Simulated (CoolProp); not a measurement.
Vapour-liquid equilibrium of CH2F2 (R32) (1) + R152A (2) at -0.85 °C; x and y are mole fractions of (1).

Values from CoolProp's multi-fluid Helmholtz-energy mixture model, Tillner-Roth 1997 and Outcalt 1996; pair parameters Bell 2016.

**Question.** Give the bubble pressure and the first vapour's composition at x = 0.05, 0.575, 0.65. Is there an azeotrope?

**Answer.** x = 0.05: 0.2826 MPa, y = 0.131; x = 0.575: 0.5586 MPa, y = 0.781; x = 0.65: 0.5986 MPa, y = 0.829. No azeotrope shows between x = 0.05 and 0.95.

The pair parameters rest on a limited set of measurements; away from them the model extrapolates.
